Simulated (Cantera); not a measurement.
A closed system holds: 1 mol SiH₂Cl₂, 3 mol HCl, 49 mol H₂, at 2425 K and 0.0100 bar.

Method: chemical equilibrium by Gibbs-energy minimisation in Cantera with the NASA 1993 tables (ideal gas, pure condensed phases). Candidate condensed phases: Si; 19 gas species. The tables' values for SiCl are old estimates; treat these amounts as uncertain. Gases not in the tables: Si₂H₆ and higher silanes. Equilibrium is a limit: real reactors are often held back by kinetics, nucleation or transport.

### Question
What is the equilibrium state?

### Answer
* **x(H₂)**: 0.747
* **x(H)**: 0.155
* **x(HCl)**: 0.0712
* **x(Si)**: 0.0150
* **x(Cl)**: 0.0105
* **x(SiCl)**: 0.000674
* **x(SiCl₂)**: 0.000598
* **x(SiH)**: 0.000384
* **x(SiH₂)**: 3.25e-5
* **gas amount**: 59.87 mol
* **log10 activity of Si(l) (absent)**: -1.25
